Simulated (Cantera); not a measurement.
Cantera run:

```python
import numpy as np
import cantera as ct

gas_names = """
    CL CLO CL2 O O2 O3 Si SiCL SiCL2 SiCL3 SiCL4 SiO SiO2 Si2 Si3
""".split()
cond_names = """
    Si(cr) Si(L) SiO2(Lqz) SiO2(hqz) SiO2(L)
""".split()


# ... load() reads the species with a 1 bar reference pressure and builds the phases ...
atoms = {
    'SiO2': {'Si': 1, 'O': 2},
    'Cl2': {'CL': 2},
}
top_T = {}  # K; cautious upper limits of use, not melting points


# ... equilibrate(T, P, feed) seeds the gas with the atoms and calls Mixture.equilibrate('TP', solver="vcs", rtol=1e-11, max_steps=5000) ...
results = []
feed = {'SiO2': 1, 'Cl2': 21}  # mol
P = 14000  # Pa
for T in [673, 723, 773, 823, 873, 923, 973, 1023, 1073, 1123, 1173, 1223, 1273]:
    mix = equilibrate(T, P, feed)
    results.append((T, P, feed, dict(zip(mix.species_names, mix.species_moles))))

top = {s: max(r[3][s] / sum(r[3][g] for g in gas_names) for r in results) for s in gas_names}
cols = sorted((s for s in top if top[s] > 1e-05), key=lambda s: -top[s])[:9]
seen = [c for c in cond_names if any(r[3].get(c, 0) > 1e-12 for r in results)]
print("log10 of partial pressures in bar; condensed amounts in mol")
print(f"{'T/K':>10s}" + "".join(f"{s[:9]:>10s}" for s in cols + seen))
for T, P, feed, n in results:
    ng = sum(n[g] for g in gas_names)
    print(f"{T:10.4g}" + "".join(f"{np.log10(max(n[s] / ng * P / 1e5, 1e-99)):10.3f}" for s in cols)
          + "".join(f"{n.get(c, 0):10.4g}" for c in seen))
```

It prints:

```
log10 of partial pressures in bar; condensed amounts in mol
       T/K       CL2        CL     SiCL4        O2 SiO2(Lqz) SiO2(hqz)
       673    -0.854    -6.975    -9.196    -9.196         1         0
       723    -0.854    -6.314    -8.530    -8.530         1         0
       773    -0.854    -5.738    -7.950    -7.951         1         0
       823    -0.854    -5.230    -7.442    -7.443         1         0
       873    -0.854    -4.781    -6.994    -6.995         0         1
       923    -0.854    -4.379    -6.595    -6.597         0         1
       973    -0.854    -4.018    -6.238    -6.240         0    0.9999
      1023    -0.855    -3.692    -5.915    -5.918         0    0.9998
      1073    -0.855    -3.396    -5.624    -5.626         0    0.9996
      1123    -0.856    -3.126    -5.358    -5.362         0    0.9993
      1173    -0.858    -2.880    -5.117    -5.121         0    0.9988
      1223    -0.861    -2.654    -4.896    -4.901         0    0.9981
      1273    -0.865    -2.446    -4.694    -4.700         0    0.9969
```

Method: chemical equilibrium by Gibbs-energy minimisation in Cantera with the NASA 1993 tables (ideal gas, pure condensed phases). The tables hold silica as quartz up to 1696 K and as liquid above; real silica turns to tridymite and cristobalite and melts near 1996 K.
